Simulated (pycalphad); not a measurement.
Source of the numbers: pycalphad with the COST 507 light-alloy database (1999); pressure 1 atm. These are 1990s assessments: newer ones move some temperatures and phases. Phase fractions are per mole of atoms.

Problem. Give the equilibrium state of Al-1.42Si-0.95C (at.%) at 977 °C.

Solution. liquid, fraction 0.978, with 1.5 Si, <0.01 C at.%; AL4C3, fraction 0.022, with 0.05 Si, 42.9 C at.%.

Problem. Give the equilibrium state of Al-1.42Si-0.95C (at.%) at 327 °C.

Solution. fcc, fraction 0.966, with 0.09 Si, <0.01 C at.%; AL8SIC7, fraction 0.022, with 6.2 Si, 43.8 C at.%; diamond (Si), fraction 0.012, with >99.99 Si, <0.01 C at.%.

Database names, with the compositions (at.%) that they take in these runs: AL4C3: Al 57 C 43; AL8SIC7: Al 50 C 44 Si 6.
